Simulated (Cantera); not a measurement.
Input: 1 mol Pb, 0.33 mol CO, 200 mol H2, equilibrated at 1300 °C.

Cantera equilibrium calculation (NASA polynomials, part measured and part estimated; ideal gas, pure solids and liquids). Candidate condensed phases: C, C6H6, C7H8, C8H18, H2O, Pb, PbO, PbO2, Pb3O4; 113 gas species. The numbers say what is thermodynamically allowed, not how fast it happens.

x: gas mole fraction; n: condensed amount in mol.

| P (Pa) | x H2 | x Pb | x H | x CO | x H2O | x CH4 | n Pb(l) |
|---|---|---|---|---|---|---|---|
| 10 | 0.989 | 0.00496 | 0.00404 | 0.00164 | 1.15e-8 | 2.62e-9 | 0 |
| 120 | 0.992 | 0.00496 | [?] | 0.00164 | [?] | [?] | 0 |
| 1600 | 0.993 | 0.00497 | [?] | 0.00164 | [?] | [?] | 0 |
| 19000 | 0.993 | 0.00497 | 9.30e-5 | 0.00163 | 1.05e-5 | 1.05e-5 | 0 |
| 240000 | 0.993 | 0.00497 | 2.62e-5 | 0.00151 | 0.000128 | 0.000128 | 0 |
| 3000000 | 0.996 | 0.00160 | 7.41e-6 | 0.000621 | 0.00103 | 0.00103 | 0.679 |

Problem. Complete the blanks.

Solution. 
- 120, x H: 0.00117
- 120, x H2O: 8.11e-8
- 120, x CH4: 5.42e-8
- 1600, x H: 0.000320
- 1600, x H2O: 9.06e-7
- 1600, x CH4: 8.64e-7
